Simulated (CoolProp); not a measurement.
Vapour-liquid equilibrium of diethyl ether (1) + methanol (2) at 2 MPa; x and y are mole fractions of (1).

Computed with CoolProp (multi-fluid Helmholtz-energy mixture model, Thol 2014 and de Reuck 1993; pair parameters Bell 2016).

Question: Give the bubble temperature and the first vapour's composition at x = 0.35, 0.45, 0.75. Is there an azeotrope?

Answer: x = 0.35: 427.1 K, y = 0.423; x = 0.45: 425.7 K, y = 0.502; x = 0.75: 424.8 K, y = 0.732. y crosses x between x = 0.65 and 0.75: the model has an azeotrope there.

Pair parameters are fitted to limited data, so mixtures are less certain than the pure fluids.
